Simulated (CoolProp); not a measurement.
A closed Brayton cycle with carbon dioxide: compressor inlet 319.15 K and 9.7 MPa, high pressure 28.8 MPa, turbine inlet 770 K, compressor efficiency 0.8, turbine efficiency 0.93, recuperator effectiveness 0.95 (on enthalpy, no pinch check). Each further row changes one setting.

Model: reference Helmholtz-energy equation of state, Span 1996, in CoolProp.

```csv
case,thermal efficiency (%),net work (kJ/kg),compressor to turbine work,compressor exit (K),turbine exit (K)
as stated,35.4,91.2,0.33,381.9,640.8
turbine inlet 720 K,32.9,80.5,?,381.9,595.6
compressor inlet 329.15 K,?,77.8,0.43,414.6,640.8
high pressure 24.5 MPa,34.6,81.4,?,372.0,659.5
recuperator effectiveness 0.5,23.0,91.2,0.33,381.9,640.8
```

**Question.** What belongs in the gaps?

**Answer.** 
- turbine inlet 720 K, compressor to turbine work: 0.35
- compressor inlet 329.15 K, thermal efficiency (%): 33.0
- high pressure 24.5 MPa, compressor to turbine work: 0.30
